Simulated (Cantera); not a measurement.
A perfectly stirred reactor is fed with 1.26 % CH4, 97.3 % H2, 1.46 % CO2, at 39.8 Torr; it is held at 2000 K, and followed from long to short residence time.

Model: GRI-Mech 3.0 (53 species, 325 reactions), integrated in Cantera.

One state of this run: x CH4 = 0.0112; x H2 = 0.964; x CO2 = 0.00802; x HCO = 7.17e-9; x O2 = 1.83e-11. x: mole fraction; the columns are a selection and need not sum to one.

Which value of τ (s) does it belong to?
A. 0.017
B. 0.76
C. 0.17
D. 0.0039

D, 0.0039
